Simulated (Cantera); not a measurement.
Charge: 1 mol Mg(OH)₂, 3.7 mol CO₂, 0.015 mol O₂, equilibrated at 1402 °C and 9.00 Torr.

Cantera equilibrium calculation (NASA polynomials, part measured and part estimated; ideal gas, pure solids and liquids). Candidate condensed phases: C, C₆H₆, C₇H₈, C₈H₁₈, H₂O, Mg, MgCO₃, MgO, Mg(OH)₂; 116 gas species. The numbers say what is thermodynamically allowed, not how fast it happens.

Base state: CO₂ 0.778, H₂O 0.211, O₂ 0.00564, CO 0.00483, OH 0.000544, H₂ 0.000395, O 2.34e-5, H 2.11e-5 (mole fractions); condensed: MgO(s).

Q: What changes in the equilibrium state with this change: O₂ from 0.015 to 1.4 mol?

A: 
| species | before | after |
|---|---|---|
| CO₂ | 0.778 | 0.606 |
| O₂ | 0.00564 | 0.229 |
| H₂O | 0.211 | 0.163 |
| H₂ | 0.000395 | 4.80e-5 |
| CO | 0.00483 | 0.000590 |
| O | 2.34e-5 | 0.000149 |
| H | 2.11e-5 | 7.34e-6 |
| OH | 0.000544 | 0.00121 |
| MgO(s), mol | 1.000 | 1.000 |

Q: What changes in the equilibrium state with this change: Mg(OH)₂ replaced by CaCO₃?

A: 
```tsv
species	before	after
CO₂	0.778	0.988
O₂	0.00564	0.00611
CO	0.00483	0.00590
H₂O	0.211	0
OH	0.000544	0
H₂	0.000395	0
H	2.11e-5	0
O	2.34e-5	2.44e-5
MgO(s), mol	1.000	0
CaO(s), mol	0	1.00
```
Further candidate phases: Ca, CaCO₃, CaO.

Q: What changes in the equilibrium state with this change: O₂ from 0.015 to 4.6 mol?

A: 
| species | before | after |
|---|---|---|
| O₂ | 0.00564 | 0.494 |
| CO₂ | 0.778 | 0.397 |
| H₂O | 0.211 | 0.107 |
| H₂ | 0.000395 | 2.14e-5 |
| CO | 0.00483 | 0.000264 |
| O | 2.34e-5 | 0.000219 |
| MgO(s), mol | 1.000 | 1.000 |
